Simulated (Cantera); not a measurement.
N2O furnace oxynitridation

An isothermal, constant-pressure homogeneous reactor starts with 56.8 % N2O, 43.2 % N2, at 1075 K and 1.00 bar.

Computed with Cantera and GRI-Mech 3.0 (53 species, 325 reactions). GRI-Mech 3.0 was tuned for natural gas; its chemistry of N2O as a main component is partial and can be far from experiment. The mechanism lacks the step 2 NO + O2 → 2 NO2, which can matter for NO2 below about 1400 K. The temperature is held fixed by assumption; the heat of reaction is taken as removed at once.

| t (s) | x N2O | x N2 | x O2 | x NO | x O |
|---|---|---|---|---|---|
| 9.00e-6 | 0.568 | 0.432 | 2.24e-8 | 2.87e-9 | 8.05e-8 |
| 4.19e-5 | 0.568 | 0.432 | 2.90e-7 | 3.73e-8 | 1.77e-7 |
| 0.000195 | 0.568 | 0.432 | 1.95e-6 | 2.50e-7 | 1.93e-7 |
| 0.000911 | 0.568 | 0.432 | 9.74e-6 | 1.25e-6 | 1.93e-7 |
| 0.00424 | 0.568 | 0.432 | 4.60e-5 | 5.91e-6 | 1.93e-7 |
| 0.0198 | 0.568 | 0.432 | 0.000215 | 2.76e-5 | 1.93e-7 |
| 0.0921 | 0.565 | 0.433 | 0.001000 | 0.000128 | 1.93e-7 |
| 0.429 | 0.556 | 0.439 | 0.00460 | 0.000583 | 1.91e-7 |
| 2.00 | 0.513 | 0.464 | 0.0202 | 0.00252 | 1.81e-7 |
x: mole fraction; the columns are a selection and need not sum to one.

Equilibrium at this temperature and pressure: N2O 5.27e-9, N2 0.779, O2 0.221, NO 6.91e-5, O 6.21e-10 (gas phase only).
